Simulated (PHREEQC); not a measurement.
# Acid rinse or clean: speciation

A solution holds 0.0084 mol HF and 0.0077 mol CuSO4 per kg of water, at 25 °C. It is in equilibrium with CO2 at log p = -3.4 (atm). Otherwise closed; pH follows from the charge balance.

Computed with PHREEQC (ion-association model, phreeqc.dat).

```
Quantity                       Value
--------------------  --------------
pH                              2.74
ionic strength        0.0244 mol/kgw
specific conductance      1980 µS/cm
total alkalinity        -8.40 meq/kg
```

```tsv
species	molality	activity	log γ
HF	0.00569	0.00573	0.002
Cu+2	0.00566	0.00323	-0.244
SO4-2	0.00521	0.00290	-0.255
F-	0.00246	0.00210	-0.068
H+	0.00206	0.00182	-0.054
CuSO4	0.00190	0.00191	0.002
HSO4-	0.000594	0.000512	-0.065
CuF+	0.000143	0.000123	-0.065
HF2-	5.37e-5	4.62e-5	-0.065
CO2	1.35e-5	1.36e-5	0.002
CuOH+	2.07e-8	1.78e-8	-0.066
CuHCO3+	6.24e-9	5.37e-9	-0.065
HCO3-	3.83e-9	3.32e-9	-0.062
```

No solid was allowed to form.
